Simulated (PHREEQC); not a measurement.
Solution (90 °C): 0.029 mol/kgw AgF, 0.0043 mol/kgw NaCl and 0.00086 mol/kgw Cu(NO3)2. Closed to the air; pH follows from the charge balance.

Model: ion-association model, wateq4f.dat, run in PHREEQC.

The pH is 5.67 and the ionic strength is 0.0306 mol/kgw.

| species | molality | activity | log γ |
|---|---|---|---|
| F- | 0.0280 | 0.0230 | -0.085 |
| Ag+ | 0.0246 | 0.0204 | -0.082 |
| Na+ | 0.00425 | 0.00353 | -0.080 |
| AgCl | 0.00387 | 0.00390 | 0.003 |
| NO3- | 0.00171 | 0.00140 | -0.087 |
| AgF | 0.000454 | 0.000457 | 0.003 |
| Cu+2 | 0.000391 | 0.000195 | -0.302 |
| Cl- | 0.000280 | 0.000231 | -0.084 |
| HF | 0.000272 | 0.000274 | 0.003 |
| CuF+ | 0.000161 | 0.000134 | -0.082 |
| Cu2(OH)2+2 | 0.000152 | 7.14e-5 | -0.327 |
| AgCl2- | 7.44e-5 | 6.16e-5 | -0.082 |
| NaF | 4.65e-5 | 4.69e-5 | 0.003 |
| HF2- | 3.17e-5 | 2.61e-5 | -0.085 |
| AgNO3 | 1.45e-5 | 1.46e-5 | 0.003 |
| H+ | 2.52e-6 | 2.16e-6 | -0.067 |

Precipitation was switched off in this run. Saturation is exceeded, for instance for Cerargyrite, Cu(OH)2; the values hold only as long as no solid forms. Complexes and solids missing from the database can't appear. At this temperature some constants are extrapolated from 25 °C, and those without enthalpy data are left unchanged.
